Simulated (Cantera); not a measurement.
Feed: 1 mol Mg(OH)2, 1.4 mol H2, 0.012 mol O2, at 1.30 bar.

Cantera equilibrium calculation (NASA polynomials, part measured and part estimated; ideal gas, pure solids and liquids). Candidate condensed phases: H2O, Mg, MgO, Mg(OH)2; 15 gas species. Kinetics and transport are ignored. All values below are at 827 °C.

Base state: H2 0.573, H2O 0.427 (mole fractions); condensed: MgO(s).

Problem. What changes in the equilibrium state with this change: O2 from 0.012 to 0.21 mol?

Solution. 
| species | before | after |
|---|---|---|
| H2O | 0.427 | 0.592 |
| H2 | 0.573 | 0.408 |
| MgO(s), mol | 1.00 | 1.00 |
